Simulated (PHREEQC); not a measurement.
A column of 0.1 m (40 cells, dispersivity 0.008 m, 60 s a shift, diffusion coefficient 3e-10 m²/s) holds 0.031 eq of the database's cation exchanger X per kg of pore water, first in equilibrium with 0.088 mol/kgw MnCl2, 0.037 mol/kgw NaCl, 0.00058 mol/kgw SrCl2 and 1e-05 mol/kgw HCl. It is flushed with 0.033 mol/kgw CaCl2, 0.0047 mol/kgw KCl, 0.00038 mol/kgw NH4Cl and 1e-05 mol/kgw HCl, at 25 °C. Values are for the last cell. CO2 from the air is kept out. Precipitation was switched off in this run.

The series has 31 steps of pore volumes, from 0 to 3.013.

Model: ion-association model, phreeqc.dat, run in PHREEQC.

### Question
After how many pore volumes does Ca at the outlet first reach half of its feed value?

### Answer
By 1.4 pore volumes.

### Question
After how many pore volumes does K at the outlet first reach half of its feed value?

### Answer
By 1.3 pore volumes.

### Question
After how many pore volumes does NH4 at the outlet first reach half of its feed value?

### Answer
By 1.2 pore volumes.
